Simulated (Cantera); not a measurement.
A closed system holds: 1 mol CCl4, 0.67 mol HCl, 4.1 mol H2, 0.017 mol F2, at 1850 °C and 10.0 mbar.

These are equilibrium values from Cantera (NASA tables, ideal gas, pure condensed phases), not measurements of a reactor. Candidate condensed phases: C, C6H6, C7H8, C8H18; 118 gas species. The numbers say what is thermodynamically allowed, not how fast it happens.

Base state: HCl 0.640, H2 0.304, Cl 0.0306, H 0.0198, HF 0.00488, C2H2 (acetylene) 0.000504 (mole fractions); condensed: C(graphite).

### Question
What changes in the equilibrium state with this change: pressure from 10.0 mbar to 1.60 mbar?

### Answer
```tsv
species	before	after
HCl	0.640	0.578
H2	0.304	0.299
Cl	0.0306	0.0696
H	0.0198	0.0490
HF	0.00488	0.00471
C2H2 (acetylene)	0.000504	0.000495
C(graphite), mol	0.993	0.993
```
